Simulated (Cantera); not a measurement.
Cantera run:

```python
import numpy as np
import cantera as ct

gas_names = """
    Fe H H2 H2S N NH NH2 NH3 N2 N2H2 N2H4 S SH SN S2 S8
""".split()
cond_names = """
    Fe(a) Fe(c) Fe(d) Fe(L) FeS(a) FeS(b) FeS(c) FeS(L) FeS2(s) S(cr1) S(cr2) S(L)
""".split()


# ... load() reads the species with a 1 bar reference pressure and builds the phases ...
atoms = {
    'Fe': {'Fe': 1},
    'H2S': {'H': 2, 'S': 1},
    'N2': {'N': 2},
}
top_T = {'FeS2(s)': 1010}  # K; cautious upper limits of use, not melting points


# ... equilibrate(T, P, feed) seeds the gas with the atoms and calls Mixture.equilibrate('TP', solver="vcs", rtol=1e-11, max_steps=5000) ...
results = []
feed = {'Fe': 1, 'H2S': 3, 'N2': 30}  # mol
T = 1025  # K
P = 8900  # Pa
mix = equilibrate(T, P, feed)
results.append((T, P, feed, dict(zip(mix.species_names, mix.species_moles))))
x = sorted(zip(gas.X, gas.species_names), reverse=True)
print(f"T = {T:g} K  P = {P:g} Pa  gas = {mix.phase_moles(0):.4g} mol")
print("   x: " + "  ".join(f"{s} {v:.3e}" for v, s in x if v > 0.0001))
print("   condensed (mol): " + ("  ".join(f"{mix.phase(i).name} {mix.phase_moles(i):.4g}"
      for i in range(1, mix.n_phases) if mix.phase_moles(i) > 1e-12) or "none"))
```

It prints:

```
T = 1025 K  P = 8900 Pa  gas = 33.08 mol
   x: N2 9.068e-01  H2S 5.537e-02  H2 3.531e-02  S2 2.538e-03
   condensed (mol): FeS(c) 1
```

These are equilibrium values from Cantera (NASA tables, ideal gas, pure condensed phases), not measurements of a reactor. FeS: taken at fixed stoichiometry. Gases not in the tables: S3 to S7.
